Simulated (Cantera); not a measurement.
A freely propagating, adiabatic, planar premixed flame of CH4 : CO : O2 : N2 : CO2 = 1 : 0.1 : 2.2 : 8.29 : 0.98 (molar parts), unburnt at 425 K and 1.58 atm; mixture-averaged transport, grid criteria slope 0.08 and curve 0.16, no radiation.

Detailed kinetics in Cantera: GRI-Mech 3.0 (53 species, 325 reactions). Burning velocities carry a grid error of a few per cent, more on coarse grids.

x: mole fraction of selected species; z is measured from the peak of heat release.

```tsv
z (mm)	T (K)	u (m/s)	x CH4	x CO	x O2	x C2H4	x HO2	x CH2O
-1.23	425	0.322	0.0795	0.00796	0.175	2.03e-8	4.17e-8	1.05e-7
-0.821	429	0.325	0.0791	0.00801	0.174	4.05e-7	5.76e-7	2.12e-6
-0.616	440	0.335	0.0782	0.00822	0.173	2.23e-6	2.58e-6	1.17e-5
-0.410	512	0.391	0.0734	0.00969	0.168	1.97e-5	1.81e-5	0.000102
-0.205	889	0.685	0.0503	0.0192	0.134	0.000183	0.000108	0.000741
-0.103	1265	0.980	0.0272	0.0303	0.0969	0.000361	0.000137	0.000926
0	?	1.27	?	?	?	?	?	?
0.103	1783	1.38	0.000167	0.0332	0.0332	2.90e-6	1.72e-5	2.82e-5
0.205	1840	1.42	2.66e-6	0.0256	0.0274	1.30e-8	1.05e-5	5.34e-7
0.410	1909	1.46	<1e-8	0.0191	0.0234	<1e-8	6.88e-6	<1e-8
0.821	1977	1.51	<1e-8	?	?	<1e-8	?	<1e-8
1.64	2031	1.54	<1e-8	0.00938	0.0172	<1e-8	2.08e-6	<1e-8
3.28	2067	1.57	<1e-8	0.00590	0.0152	<1e-8	1.20e-6	<1e-8
```

Question: What belongs in the gaps?

Answer: 
- 0, T (K): 1636
- 0, x CH4: 0.00522
- 0, x CO: 0.0398
- 0, x O2: 0.0541
- 0, x C2H4: 0.000180
- 0, x HO2: 8.69e-5
- 0, x CH2O: 0.000426
- 0.821, x CO: 0.0140
- 0.821, x O2: 0.0200
- 0.821, x HO2: 3.92e-6
